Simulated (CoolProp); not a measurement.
R143a at 488.58 K and 3.53 MPa is throttled through a valve to 1.49 MPa with no heat exchange. Each further row changes one setting.

Computed with CoolProp (reference Helmholtz-energy equation of state, Lemmon and Jacobsen 2000).

| case | temperature change (K) | final density (kg/m³) |
|---|---|---|
| as stated | … | 32.9 |
| outlet pressure 0.447 MPa | -13.9 | … |
| outlet pressure 1.94 MPa | -7.0 | … |

### Question
What belongs in the gaps?

### Answer

- as stated, temperature change (K): -9.1
- outlet pressure 0.447 MPa, final density (kg/m³): 9.65
- outlet pressure 1.94 MPa, final density (kg/m³): 43.1
